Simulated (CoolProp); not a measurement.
The numbers come from the reference Helmholtz-energy equation of state, Tillner-Roth 1994 in CoolProp.

### Question
Give the vapour pressure (MPa), liquid viscosity (µPa s), liquid conductivity (mW/(m K)) of saturated R134a at 204, 302, 311.8 K.

### Answer
```
T (K)  p (MPa)  liquid viscosity (µPa s)  liquid conductivity (mW/(m K))
-----  -------  ------------------------  ------------------------------
204    0.00849                       794                             126
302      0.745                       186                            79.5
311.8    0.980                       164                            75.3
```

Viscosity comes from a separate model (Huber 2003), an estimate that may be off by 10 % or more. Thermal conductivity comes from a separate model (McLinden 2000), an estimate that may be off by 10 % or more.
